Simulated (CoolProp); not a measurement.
Vapour-liquid equilibrium of ethanol (1) + ethylbenzene (2) at 349.3 K; x and y are mole fractions of (1).

Model: multi-fluid Helmholtz-energy mixture model, Schroeder 2014 and Zhou 2012; pair parameters Bell 2016, in CoolProp.

```json
[
 {"x": "0.05", "bubble pressure (bar)": "0.3623", "y at the bubble point": "0.614", "dew pressure at overall composition x (bar)": "0.1520", "liquid density (mol/L)": "7.887"},
 {"x": "0.2", "bubble pressure (bar)": "0.6930", "y at the bubble point": "0.815", "dew pressure at overall composition x (bar)": "0.1800", "liquid density (mol/L)": "8.533"},
 {"x": "0.35", "bubble pressure (bar)": "0.7967", "y at the bubble point": "0.848", "dew pressure at overall composition x (bar)": "0.2203", "liquid density (mol/L)": "9.320"},
 {"x": "0.5", "bubble pressure (bar)": "0.8298", "y at the bubble point": "0.859", "dew pressure at overall composition x (bar)": "0.2837", "liquid density (mol/L)": "10.30"},
 {"x": "0.65", "bubble pressure (bar)": "0.8524", "y at the bubble point": "0.870", "dew pressure at overall composition x (bar)": "0.3973", "liquid density (mol/L)": "11.53"},
 {"x": "0.8", "bubble pressure (bar)": "0.8843", "y at the bubble point": "0.895", "dew pressure at overall composition x (bar)": "0.6520", "liquid density (mol/L)": "13.12"},
 {"x": "0.95", "bubble pressure (bar)": "0.9192", "y at the bubble point": "0.961", "dew pressure at overall composition x (bar)": "0.9160", "liquid density (mol/L)": "15.20"}
]
```

No azeotrope shows between x = 0.05 and 0.95.

The pair parameters rest on a limited set of measurements; away from them the model extrapolates. With so large a gap from Raoult's law the liquid may split in two, which this calculation doesn't test in full.
